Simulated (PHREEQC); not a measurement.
**Acid rinse or clean: an equilibrium model**

Consider water at 25 °C with 0.0065 mol HNO3, 0.041 mol CaCl2 and 0.12 mol MnSO4 per kg of water. Closed to the air; pH follows from the charge balance.

Model: ion-association model, wateq4f.dat, run in PHREEQC.

pH: 2.71
ionic strength: 0.351 mol/kgw
total alkalinity: -6.50 meq/kg

| species | molality | activity | log γ |
|---|---|---|---|
| Cl- | 0.0760 | 0.0509 | -0.174 |
| Mn+2 | 0.0711 | 0.0197 | -0.557 |
| SO4-2 | 0.0564 | 0.0133 | -0.626 |
| MnSO4 | 0.0431 | 0.0467 | 0.035 |
| Ca+2 | 0.0242 | 0.00674 | -0.555 |
| CaSO4 | 0.0165 | 0.0179 | 0.035 |
| NO3- | 0.00650 | 0.00419 | -0.191 |

Precipitation was switched off in this run. Saturation is exceeded, for instance for Gypsum; the values hold only as long as no solid forms. Complexes and solids missing from the database can't appear.
